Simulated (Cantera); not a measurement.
Input: 1 mol Ti, 2.4 mol C3H8, 140 mol H2, at 1848 K and 10.0 mbar.

Equilibrium computed with Cantera from the NASA thermochemical tables; the gas is ideal and each condensed phase is pure. Candidate condensed phases: C, C6H6, C7H8, C8H18, Ti, TiC; 77 gas species. TiC: taken at fixed stoichiometry. Rates play no part.

Base state: H2 0.994, H 0.00529, C2H2 (acetylene) 0.000256 (mole fractions); condensed: C(graphite) + TiC(s).

What changes in the equilibrium state with this change: temperature from 1848 K to 1723 K?


```json
[
 {"species": "H2", "before": "0.994", "after": "0.998"},
 {"species": "H", "before": "0.00529", "after": "0.00182"},
 {"species": "C2H2 (acetylene)", "before": "0.000256", "after": "9.03e-5"},
 {"species": "CH4", "before": "6.51e-6", "after": "1.00e-5"},
 {"species": "C(graphite), mol", "before": "6.12", "after": "6.17"},
 {"species": "TiC(s), mol", "before": "1.00", "after": "1.00"}
]
```

What changes in the equilibrium state with this change: temperature from 1848 K to 2223 K?


```tsv
species	before	after
H2	0.994	0.935
H	0.00529	0.0620
C2H2 (acetylene)	0.000256	0.00271
C(graphite), mol	6.12	5.36
TiC(s), mol	1.00	0.999
```

What changes in the equilibrium state with this change: temperature from 1848 K to 1023.15 K?


| species | before | after |
|---|---|---|
| H2 | 0.994 | 0.999 |
| CH4 | 6.51e-6 | 0.000748 |
| H | 0.00529 | 4.15e-8 |
| C2H2 (acetylene) | 0.000256 | 2.10e-9 |
| C(graphite), mol | 6.12 | 6.09 |
| TiC(s), mol | 1.00 | 1.00 |
